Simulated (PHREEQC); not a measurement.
Consider water at 2.1 °C with 0.00097 mol/kgw LiOH, 0.00079 mol/kgw Na2SiO3 and 0.052 mol/kgw K2CO3. Closed to the air; pH follows from the charge balance.

All values are PHREEQC results (ion-association model, phreeqc.dat), not measurements.

No solid was allowed to form.

Q: Predict the pH, ionic strength, specific conductance.

A: pH 12.11; ionic strength 0.158 mol/kgw; specific conductance 6160 µS/cm.

Q: In which forms is Na present?

A: Na+ 91 %, NaCO3- 8.6 % of the Na.

Constants without temperature data keep their 25 °C values here.
